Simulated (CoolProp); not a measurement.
Aqueous ethylene glycol as a coolant, 26 % by mass, freezing at -11.6 °C, 1 atm.

Model: Melinder's fits for secondary coolants, in CoolProp.

```
T (°C)  density (kg/m³)  conductivity (W/(m K))  Prandtl number  cp (kJ/(kg K))
------  ---------------  ----------------------  --------------  --------------
-4.3               1040                   0.456            36.9           3.731
0.6                1038                   0.462            30.2           3.744
5.5                1037                   0.467            25.1           3.756
10.5               1036                   0.472            20.9           3.769
15.4               1034                   0.477            17.8           3.781
20.3               1032                   0.482            15.2           3.793
25.3               1030                   0.487            13.1           3.806
30.2               1028                   0.492            11.5           3.818
```
